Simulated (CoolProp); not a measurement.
Aqueous calcium chloride as a coolant, at 17 °C, 1 atm.

Values from CoolProp's Melinder's fits for secondary coolants.

```json
[
 {"mass %": "2.9", "freezing point (°C)": "-1.3", "conductivity (W/(m K))": "0.590", "cp (kJ/(kg K))": "4.005", "Prandtl number": "7.90", "viscosity (mPa s)": "1.16"},
 {"mass %": "6.6", "freezing point (°C)": "-3.3", "conductivity (W/(m K))": "0.586", "cp (kJ/(kg K))": "3.792", "Prandtl number": "8.23", "viscosity (mPa s)": "1.27"},
 {"mass %": "10.3", "freezing point (°C)": "-6.1", "conductivity (W/(m K))": "0.582", "cp (kJ/(kg K))": "3.586", "Prandtl number": "8.67", "viscosity (mPa s)": "1.41"},
 {"mass %": "14", "freezing point (°C)": "-9.9", "conductivity (W/(m K))": "0.578", "cp (kJ/(kg K))": "3.388", "Prandtl number": "9.32", "viscosity (mPa s)": "1.59"},
 {"mass %": "17.7", "freezing point (°C)": "-14.6", "conductivity (W/(m K))": "0.573", "cp (kJ/(kg K))": "3.206", "Prandtl number": "10.3", "viscosity (mPa s)": "1.84"},
 {"mass %": "21.4", "freezing point (°C)": "-20.8", "conductivity (W/(m K))": "0.568", "cp (kJ/(kg K))": "3.046", "Prandtl number": "11.8", "viscosity (mPa s)": "2.20"},
 {"mass %": "25.1", "freezing point (°C)": "-29.3", "conductivity (W/(m K))": "0.563", "cp (kJ/(kg K))": "2.913", "Prandtl number": "13.9", "viscosity (mPa s)": "2.69"},
 {"mass %": "28.8", "freezing point (°C)": "-42.3", "conductivity (W/(m K))": "0.558", "cp (kJ/(kg K))": "2.798", "Prandtl number": "16.9", "viscosity (mPa s)": "3.38"}
]
```
